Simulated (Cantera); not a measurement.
Charge: 1 mol SiCl₄, 5.8 mol HCl, 2.3 mol H₂, 2.5 mol Cl₂, at 1175 K and 0.180 bar.

Method: chemical equilibrium by Gibbs-energy minimisation in Cantera with the NASA 1993 tables (ideal gas, pure condensed phases). Candidate condensed phases: Si; 19 gas species. Rates play no part.

Base state: HCl 0.896, SiCl₄ 0.0862, Cl₂ 0.0167, Cl 0.00110 (mole fractions); condensed: gas only.

Question: What changes in the equilibrium state with this change: H₂ from 2.3 to 0.32 mol?

Answer: 
```json
[
 {"species": "HCl", "before": "0.896", "after": "0.668"},
 {"species": "Cl₂", "before": "0.0167", "after": "0.224"},
 {"species": "SiCl₄", "before": "0.0862", "after": "0.104"},
 {"species": "Cl", "before": "0.00110", "after": "0.00404"}
]
```
